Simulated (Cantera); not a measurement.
Charge: 1 mol SiC, 0.4 mol N2, held at 340 Pa.

Method: chemical equilibrium by Gibbs-energy minimisation in Cantera with the NASA 1993 tables (ideal gas, pure condensed phases). Candidate condensed phases: C, Si, SiC, Si3N4; 32 gas species. Ions and electrons are included (thermal ionisation). The tables' values for SiN are old estimates; treat these amounts as uncertain. Equilibrium is a limit: real reactors are often held back by kinetics, nucleation or transport. All values below are at 4250 K.

Base state: Si 0.412, C 0.386, N2 0.143, N 0.0271, CN 0.0200, C2 0.00457, Si+ 0.00355, e- 0.00354 (mole fractions); condensed: gas only.

**Question.** What changes in the equilibrium state with this change: SiC replaced by BN?

**Answer.** 
| species | before | after |
|---|---|---|
| B | 0 | 0.510 |
| N2 | 0.143 | 0.438 |
| N | 0.0271 | 0.0475 |
| Si | 0.412 | 0 |
| C | 0.386 | 0 |
| CN | 0.0200 | 0 |
| C2 | 0.00457 | 0 |
| Si+ | 0.00355 | 0 |
| B+ | 0 | 0.00168 |
| BN | 0 | 0.00133 |
| C3 | 0.000216 | 0 |
Further candidate phases: B, BN.

**Question.** What changes in the equilibrium state with this change: N2 from 0.4 to 0.05 mol?

**Answer.** 
```json
[
 {"species": "Si", "before": "0.412", "after": "0.485"},
 {"species": "C", "before": "0.386", "after": "0.467"},
 {"species": "N2", "before": "0.143", "after": "0.0159"},
 {"species": "N", "before": "0.0271", "after": "0.00905"},
 {"species": "CN", "before": "0.0200", "after": "0.00806"},
 {"species": "SiN", "before": "0.000201", "after": "7.91e-5"},
 {"species": "C3", "before": "0.000216", "after": "0.000381"},
 {"species": "SiC2", "before": "6.56e-5", "after": "0.000113"},
 {"species": "C2", "before": "0.00457", "after": "0.00668"},
 {"species": "SiC", "before": "0.000188", "after": "0.000268"}
]
```

**Question.** What changes in the equilibrium state with this change: pressure from 340 Pa to 1330 Pa?

**Answer.** 
| species | before | after |
|---|---|---|
| Si | 0.412 | 0.426 |
| C | 0.386 | 0.353 |
| N2 | 0.143 | 0.147 |
| CN | 0.0200 | 0.0367 |
| C2 | 0.00457 | 0.0150 |
| N | 0.0271 | 0.0139 |
| SiC2 | 6.56e-5 | 0.000875 |
| C3 | 0.000216 | 0.00254 |
| CNC | 5.00e-6 | 3.30e-5 |
| Si2 | 6.42e-6 | 2.70e-5 |
